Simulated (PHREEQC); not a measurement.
Solution (13 °C): 0.0065 mol/kgw Zn(NO3)2. Closed to the air; pH follows from the charge balance.

The numbers come from PHREEQC with the ion-association model, wateq4f.dat.

Precipitation was switched off in this run.

Problem. What pH does the model give?

Solution. pH 5.88.

Constants without temperature data keep their 25 °C values here.
